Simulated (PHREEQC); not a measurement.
Consider water at 25 °C with 0.11 mol/kgw NH4HS and 0.047 mol/kgw NaCl. Closed to the air; pH follows from the charge balance.

Model: ion-association model, wateq4f.dat, run in PHREEQC.

Each row changes one thing in this solution. This is a speciation only: nothing precipitates in the calculation.

```csv
case,pH,ionic strength (mol/kgw),NH4+ (mol/kgw),NH3 (mol/kgw)
as made,8.08,0.152,0.105,0.00539
0.0091 mol/kgw NH3 added,…,0.154,0.107,0.0117
NH4HS replaced by NH3 at the same molality,…,0.0487,0.00168,0.108
temperature from 25 to 35 °C,…,0.150,0.103,0.00652
NaCl from 0.047 to 0.0517 mol/kgw,8.08,0.156,0.105,0.00538
NaCl replaced by LiCl at the same molality,8.08,0.152,0.105,0.00539
```

Q: Some entries are withheld; supply them.

A: 
- 0.0091 mol/kgw NH3 added, pH: 8.40
- NH4HS replaced by NH3 at the same molality, pH: 11.14
- temperature from 25 to 35 °C, pH: 7.87

The polysulfide entries of wateq4f.dat were taken out for this run.
